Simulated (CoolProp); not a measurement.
Vapour-liquid equilibrium of n-pentane (1) + acetone (2) at 0.245 bar; x and y are mole fractions of (1).

Computed with CoolProp (multi-fluid Helmholtz-energy mixture model, Thol 2019 and Lemmon 2006; pair parameters Bell 2016).

```json
[
 {"x": "0.05", "bubble temperature, mixture model (°C)": "…", "bubble temperature, Raoult's law (°C)": "18.4", "y, mixture model": "0.386", "y, Raoult's law": "0.109"},
 {"x": "0.2", "bubble temperature, mixture model (°C)": "…", "bubble temperature, Raoult's law (°C)": "14.6", "y, mixture model": "…", "y, Raoult's law": "0.373"},
 {"x": "0.35", "bubble temperature, mixture model (°C)": "…", "bubble temperature, Raoult's law (°C)": "11.1", "y, mixture model": "0.719", "y, Raoult's law": "0.567"},
 {"x": "0.5", "bubble temperature, mixture model (°C)": "-2.5", "bubble temperature, Raoult's law (°C)": "8.1", "y, mixture model": "…", "y, Raoult's law": "0.713"},
 {"x": "0.65", "bubble temperature, mixture model (°C)": "…", "bubble temperature, Raoult's law (°C)": "5.4", "y, mixture model": "0.737", "y, Raoult's law": "0.824"},
 {"x": "0.8", "bubble temperature, mixture model (°C)": "-2.7", "bubble temperature, Raoult's law (°C)": "2.9", "y, mixture model": "…", "y, Raoult's law": "0.911"},
 {"x": "0.95", "bubble temperature, mixture model (°C)": "-1.4", "bubble temperature, Raoult's law (°C)": "0.7", "y, mixture model": "0.895", "y, Raoult's law": "0.980"}
]
```

Problem. What belongs in the gaps?

Solution. 
- 0.05, bubble temperature, mixture model (°C): 10.3
- 0.2, bubble temperature, mixture model (°C): -0.1
- 0.2, y, mixture model: 0.671
- 0.35, bubble temperature, mixture model (°C): -2.2
- 0.5, y, mixture model: 0.729
- 0.65, bubble temperature, mixture model (°C): -2.6
- 0.8, y, mixture model: 0.768

The largest gap from Raoult's law is -14.7 K in bubble temperature, at x = 0.2. y crosses x between x = 0.65 and 0.8: the model has an azeotrope there.

Pair parameters are fitted to limited data, so mixtures are less certain than the pure fluids. With so large a gap from Raoult's law the liquid may split in two, which this calculation doesn't test in full.
